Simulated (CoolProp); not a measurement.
R13 along the isotherm 450 K: fugacity coefficient from the reference equation and from simpler models built on Tc = 303.0 K, pc = 3.973 MPa, ω = 0.175; each cubic takes its own stable root.

Computed with CoolProp (reference Helmholtz-energy equation of state, Platzer 1990). This equation is an older, rougher fit; its heat capacities, sound speeds and derivatives of the liquid may be far off and weren't checked against measurements.

```tsv
p (MPa)	phase	reference	van der Waals	Soave-Redlich-Kwong	Peng-Robinson
0.662	gas	0.9867	0.9822	0.9873	0.9834
1.32	gas	0.9736	0.9648	0.9750	0.9674
1.99	gas	0.9606	0.9472	0.9628	…
2.65	gas	0.9480	0.9302	0.9511	…
3.31	gas	0.9356	0.9133	0.9397	0.9221
3.97	gas	0.9235	0.8967	0.9287	…
4.64	supercritical	0.9115	0.8801	0.9179	0.8944
5.3	supercritical	0.8999	0.8641	0.9076	0.8815
5.96	supercritical	0.8887	0.8484	…	0.8691
```

Q: What belongs in the gaps?

A: 
- 1.99, Peng-Robinson: 0.9516
- 2.65, Peng-Robinson: 0.9366
- 3.97, Peng-Robinson: 0.9081
- 5.96, Soave-Redlich-Kwong: 0.8977
